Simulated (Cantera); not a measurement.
Mixture: 18.3 % CH4, 1.22 % H2, 16.9 % O2, 63.6 % N2, equivalence ratio 2.2, at 0.987 atm, adiabatic and at constant volume. Ignition delay is the time to a rise of 400 K.

Detailed kinetics in Cantera: GRI-Mech 3.0 (53 species, 325 reactions).

### Question
Predict: delay at 1048 K; delay at 1198 K; delay at 1348 K; delay at 1498 K; delay at 1648 K; apparent activation energy between 1573 and 1723 K.

### Answer
| Quantity | Value |
|---|---|
| delay at 1048 K | 0.206 s |
| delay at 1198 K | 33.5 ms |
| delay at 1348 K | 5.64 ms |
| delay at 1498 K | 1.14 ms |
| delay at 1648 K | 0.300 ms |
| apparent activation energy between 1573 and 1723 K | 180 kJ/mol |
